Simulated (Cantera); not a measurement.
Charge: 1 mol SiO2, 0.018 mol Si, 1.3 mol H2, at 3.00 bar.

Cantera equilibrium calculation (NASA polynomials, part measured and part estimated; ideal gas, pure solids and liquids). Candidate condensed phases: H2O, Si, SiO2; 33 gas species. Ions and electrons are included (thermal ionisation). The tables hold silica as quartz up to 1696 K and as liquid above; real silica turns to tridymite and cristobalite and melts near 1996 K. Gases not in the tables: Si(OH)4. Rates play no part.

Task: Which condensed phases are stable at each of these points (T (°C)): 1727, 2227, 2727, 3227, 3727, 4227, 4727?

Result: 
| T (°C) | condensed phases | Si condensed (%) |
|---|---|---|
| 1727 | SiO2(l) | 96.4 |
| 2227 | SiO2(l) | 84.4 |
| 2727 | SiO2(l) | 14.1 |
| 3227 | gas only | 0.0 |
| 3727 | gas only | 0.0 |
| 4227 | gas only | 0.0 |
| 4727 | gas only | 0.0 |

From 1727 °C to 2727 °C the condensed part is SiO2(l). From 3227 °C to 4727 °C nothing is condensed.
